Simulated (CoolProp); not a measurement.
Vapour-liquid equilibrium of R13 (1) + R11 (2) at 182 kPa; x and y are mole fractions of (1).

The numbers come from the multi-fluid Helmholtz-energy mixture model, Platzer 1990 and Jacobsen 1992; pair parameters Bell 2016 in CoolProp. This equation is an older, rougher fit; its heat capacities, sound speeds and derivatives of the liquid may be far off and weren't checked against measurements.

| x | bubble temperature (K) | y at the bubble point | dew temperature at overall composition x (K) | liquid density (mol/L) |
|---|---|---|---|---|
| 0.05 | ___ | 0.770 | 312.8 | 11.22 |
| 0.2 | ___ | ___ | 307.4 | 12.20 |
| 0.35 | 219.9 | 0.991 | 301.1 | 12.70 |
| 0.5 | 214.2 | 0.995 | 293.7 | 13.10 |
| 0.65 | ___ | 0.997 | 284.3 | 13.44 |
| 0.8 | 207.6 | ___ | ___ | ___ |
| 0.95 | 204.6 | 0.999 | 243.7 | ___ |

Problem. Some entries are withheld; supply them.

Solution. 
- 0.05, bubble temperature (K): 274.1
- 0.2, bubble temperature (K): 231.9
- 0.2, y at the bubble point: 0.976
- 0.65, bubble temperature (K): 210.5
- 0.8, y at the bubble point: 0.998
- 0.8, dew temperature at overall composition x (K): 270.9
- 0.8, liquid density (mol/L): 13.76
- 0.95, liquid density (mol/L): 14.03

No azeotrope shows between x = 0.05 and 0.95.

The pair parameters rest on a limited set of measurements; away from them the model extrapolates. With so large a gap from Raoult's law the liquid may split in two, which this calculation doesn't test in full.
